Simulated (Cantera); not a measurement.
Input (Python, Cantera):

```python
import numpy as np
import cantera as ct

gas = ct.Solution("gri30.yaml", transport_model="mixture-averaged")
show = ['CO2', 'CH3', 'NH3']

rows = []
print(f"{'T/K':>7s}{'rho':>11s}{'cp':>10s}{'mu':>11s}{'lambda':>11s}{'Pr':>7s}" + "".join(f"{'D_' + s:>11s}" for s in show))
for T in [400, 600, 800, 1000, 1200, 1400, 1600, 1800]:
    gas.TPX = T, 10, {'CO2': 0.17, 'N2O': 0.51}
    Pr = gas.cp_mass * gas.viscosity / gas.thermal_conductivity
    D = [gas.mix_diff_coeffs_mole[gas.species_index(s)] for s in show]
    rows.append([gas.density, gas.cp_mass, gas.viscosity, gas.thermal_conductivity, Pr, *D])
    print(f"{T:7g}{gas.density:11.4e}{gas.cp_mass:10.1f}{gas.viscosity:11.4e}"
          f"{gas.thermal_conductivity:11.4e}{Pr:7.3f}" + "".join(f"{d:11.4e}" for d in D))
print("SI units: kg/m3, J/kg/K, Pa s, W/m/K, m2/s")
```

Output:

```
    T/K        rho        cp         mu     lambda     Pr      D_CO2      D_CH3      D_NH3
    400 1.3234e-04     962.2 1.9531e-05 2.5431e-02  0.739 1.9465e-01 2.9724e-01 2.8540e-01
    600 8.8224e-05    1095.0 2.7459e-05 4.0793e-02  0.737 4.1016e-01 6.1397e-01 6.2065e-01
    800 6.6168e-05    1185.9 3.4239e-05 5.5084e-02  0.737 6.8345e-01 1.0121e+00 1.0544e+00
   1000 5.2934e-05    1249.6 4.0262e-05 6.8262e-02  0.737 1.0073e+00 1.4822e+00 1.5732e+00
   1200 4.4112e-05    1290.6 4.5748e-05 8.0475e-02  0.734 1.3771e+00 2.0181e+00 2.1683e+00
   1400 3.7810e-05    1323.5 5.0833e-05 9.1877e-02  0.732 1.7895e+00 2.6154e+00 2.8334e+00
   1600 3.3084e-05    1349.6 5.5608e-05 1.0260e-01  0.731 2.2419e+00 3.2707e+00 3.5640e+00
   1800 2.9408e-05    1370.3 6.0137e-05 1.1275e-01  0.731 2.7325e+00 3.9814e+00 4.3567e+00
SI units: kg/m3, J/kg/K, Pa s, W/m/K, m2/s
```

Model: GRI-Mech 3.0 (53 species, 325 reactions), integrated in Cantera. The composition is frozen, though it would react at the higher temperatures.
